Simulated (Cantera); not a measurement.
SiH2Cl2 + N2 + H2 (silicon nitride deposition)

Feed: 1 mol SiH2Cl2, 6.6 mol N2, 0.49 mol H2, equilibrated at 1548 K.

Method: chemical equilibrium by Gibbs-energy minimisation in Cantera with the NASA 1993 tables (ideal gas, pure condensed phases). Candidate condensed phases: NH4Cl, Si, Si3N4; 28 gas species. The tables' values for SiCl3, SiCl are old estimates; treat these amounts as uncertain. Kinetics and transport are ignored.

```json
[
 {"P (Pa)": "5", "x N2": "0.725", "x HCl": "0.0570", "x H2": "0.134", "x SiCl2": "0.0806", "x SiCl4": "9.33e-7", "x SiCl3": "0.000164", "x H": "0.00160", "n Si(s)": "0.255", "n Si3N4(s)": "0"},
 {"P (Pa)": "15", "x N2": "0.725", "x HCl": "0.0572", "x H2": "0.135", "x SiCl2": "0.0807", "x SiCl4": "2.80e-6", "x SiCl3": "0.000284", "x H": "0.000923", "n Si(s)": "0.260", "n Si3N4(s)": "0"},
 {"P (Pa)": "45", "x N2": "0.719", "x HCl": "0.0753", "x H2": "0.130", "x SiCl2": "0.0741", "x SiCl4": "1.39e-5", "x SiCl3": "0.000605", "x H": "0.000524", "n Si(s)": "0", "n Si3N4(s)": "0.112"},
 {"P (Pa)": "140", "x N2": "0.717", "x HCl": "0.0974", "x H2": "0.121", "x SiCl2": "0.0629", "x SiCl4": "6.62e-5", "x SiCl3": "0.00122", "x H": "0.000286", "n Si(s)": "0", "n Si3N4(s)": "0.145"},
 {"P (Pa)": "410", "x N2": "0.716", "x HCl": "0.120", "x H2": "0.111", "x SiCl2": "0.0508", "x SiCl4": "0.000258", "x SiCl3": "0.00217", "x H": "0.000160", "n Si(s)": "0", "n Si3N4(s)": "0.178"},
 {"P (Pa)": "1200", "x N2": "0.715", "x HCl": "0.142", "x H2": "0.101", "x SiCl2": "0.0379", "x SiCl4": "0.000858", "x SiCl3": "0.00341", "x H": "8.95e-5", "n Si(s)": "0", "n Si3N4(s)": "0.212"},
 {"P (Pa)": "3700", "x N2": "0.714", "x HCl": "0.160", "x H2": "0.0938", "x SiCl2": "0.0247", "x SiCl4": "0.00239", "x SiCl3": "0.00459", "x H": "4.90e-5", "n Si(s)": "0", "n Si3N4(s)": "0.242"},
 {"P (Pa)": "11000", "x N2": "0.715", "x HCl": "0.171", "x H2": "0.0896", "x SiCl2": "0.0143", "x SiCl4": "0.00491", "x SiCl3": "0.00501", "x H": "2.78e-5", "n Si(s)": "0", "n Si3N4(s)": "0.264"},
 {"P (Pa)": "33000", "x N2": "0.716", "x HCl": "0.175", "x H2": "0.0885", "x SiCl2": "0.00728", "x SiCl4": "0.00796", "x SiCl3": "0.00455", "x H": "1.59e-5", "n Si(s)": "0", "n Si3N4(s)": "0.276"},
 {"P (Pa)": "100000", "x N2": "0.718", "x HCl": "0.174", "x H2": "0.0896", "x SiCl2": "0.00339", "x SiCl4": "0.0109", "x SiCl3": "0.00364", "x H": "9.22e-6", "n Si(s)": "0", "n Si3N4(s)": "0.281"}
]
```
x: gas mole fraction; n: condensed amount in mol.

From 5.00 Pa to 15.0 Pa the condensed part is Si(s). From 45.0 Pa to 1.00 bar the condensed part is Si3N4(s). The main Si-bearing gas is SiCl2 at 5.00 Pa and SiCl4 at 1.00 bar. The share of Si in condensed phases is highest at 1.00 bar (84.3 %) and lowest at 5.00 Pa (25.5 %).
